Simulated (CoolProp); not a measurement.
Saturated liquid density (kg/m³) of R125: the reference equation beside estimates from Tc = 339.2 K, pc = 3.618 MPa, ω = 0.305. Rackett uses Z = 0.29056 − 0.08775 ω.

The numbers come from the reference Helmholtz-energy equation of state, Lemmon 2005 in CoolProp.

```tsv
T (K)	reference	Rackett	Redlich-Kwong	Soave-Redlich-Kwong	Peng-Robinson
178.7	…	1712	…	1517	1708
190.5	1632	1673	1439	1487	1675
202.4	1592	1632	1401	1454	1640
214.2	1552	1590	1361	1418	1601
226.1	1510	1546	1318	…	1559
237.9	…	1500	1272	1336	1512
249.7	1420	1451	1223	1289	1460
261.6	1371	…	1169	1236	1402
273.4	1319	1344	1111	1178	…
285.2	1261	1284	1047	1112	1262
297.1	…	1216	974.0	1035	1175
308.9	1120	…	891.2	946.4	1071
320.8	1024	1042	790.3	835.1	941.0
```

Question: Fill in the missing entries.

Answer: 
- 178.7, reference: 1671
- 178.7, Redlich-Kwong: 1473
- 226.1, Soave-Redlich-Kwong: 1378
- 237.9, reference: 1466
- 261.6, Rackett: 1399
- 273.4, Peng-Robinson: 1337
- 297.1, reference: 1196
- 308.9, Rackett: 1139

Absolute difference from the reference over all 13 rows, mean and median: Rackett 2.1 and 2.2 %, Redlich-Kwong 15.2 and 13.9 %, Soave-Redlich-Kwong 10.9 and 9.2 %, Peng-Robinson 2.9 and 2.8 %.
